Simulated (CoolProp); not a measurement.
Properties of n-perfluorohexane along the isotherm 234.2 K (Tc = 448.0 K, pc = 1742 kPa, ω = 0.497).

The numbers come from the reference Helmholtz-energy equation of state, Gao 2022 in CoolProp.

```json
[
 {"p (kPa)": "622", "phase": "liquid", "Z": "0.05816", "cp (kJ/(kg K))": "0.9465", "speed of sound (m/s)": "686.0", "isothermal compressibility (1/MPa)": "0.001437", "fugacity coefficient": "0.001098"},
 {"p (kPa)": "1240", "phase": "liquid", "Z": "0.1158", "cp (kJ/(kg K))": "0.9462", "speed of sound (m/s)": "688.6", "isothermal compressibility (1/MPa)": "0.001425", "fugacity coefficient": "0.0005834"},
 {"p (kPa)": "1870", "phase": "liquid", "Z": "0.1745", "cp (kJ/(kg K))": "0.9459", "speed of sound (m/s)": "691.1", "isothermal compressibility (1/MPa)": "0.001413", "fugacity coefficient": "0.0004103"},
 {"p (kPa)": "2490", "phase": "liquid", "Z": "0.2322", "cp (kJ/(kg K))": "0.9457", "speed of sound (m/s)": "693.6", "isothermal compressibility (1/MPa)": "0.001401", "fugacity coefficient": "0.0003265"},
 {"p (kPa)": "3110", "phase": "liquid", "Z": "0.2898", "cp (kJ/(kg K))": "0.9454", "speed of sound (m/s)": "696.0", "isothermal compressibility (1/MPa)": "0.001389", "fugacity coefficient": "0.0002769"},
 {"p (kPa)": "3730", "phase": "liquid", "Z": "0.3473", "cp (kJ/(kg K))": "0.9452", "speed of sound (m/s)": "698.5", "isothermal compressibility (1/MPa)": "0.001377", "fugacity coefficient": "0.0002446"},
 {"p (kPa)": "4350", "phase": "liquid", "Z": "0.4046", "cp (kJ/(kg K))": "0.9449", "speed of sound (m/s)": "700.9", "isothermal compressibility (1/MPa)": "0.001366", "fugacity coefficient": "0.0002222"},
 {"p (kPa)": "4980", "phase": "liquid", "Z": "0.4628", "cp (kJ/(kg K))": "0.9447", "speed of sound (m/s)": "703.3", "isothermal compressibility (1/MPa)": "0.001355", "fugacity coefficient": "0.0002058"},
 {"p (kPa)": "5600", "phase": "liquid", "Z": "0.5200", "cp (kJ/(kg K))": "0.9444", "speed of sound (m/s)": "705.7", "isothermal compressibility (1/MPa)": "0.001344", "fugacity coefficient": "0.0001939"},
 {"p (kPa)": "6220", "phase": "liquid", "Z": "0.5771", "cp (kJ/(kg K))": "0.9442", "speed of sound (m/s)": "708.1", "isothermal compressibility (1/MPa)": "0.001334", "fugacity coefficient": "0.0001849"},
 {"p (kPa)": "6840", "phase": "liquid", "Z": "0.6341", "cp (kJ/(kg K))": "0.9440", "speed of sound (m/s)": "710.4", "isothermal compressibility (1/MPa)": "0.001323", "fugacity coefficient": "0.0001781"},
 {"p (kPa)": "7460", "phase": "liquid", "Z": "0.6910", "cp (kJ/(kg K))": "0.9438", "speed of sound (m/s)": "712.7", "isothermal compressibility (1/MPa)": "0.001313", "fugacity coefficient": "0.0001729"},
 {"p (kPa)": "8090", "phase": "liquid", "Z": "0.7488", "cp (kJ/(kg K))": "0.9436", "speed of sound (m/s)": "715.0", "isothermal compressibility (1/MPa)": "0.001303", "fugacity coefficient": "0.0001691"},
 {"p (kPa)": "8710", "phase": "liquid", "Z": "0.8055", "cp (kJ/(kg K))": "0.9434", "speed of sound (m/s)": "717.3", "isothermal compressibility (1/MPa)": "0.001293", "fugacity coefficient": "0.0001663"}
]
```
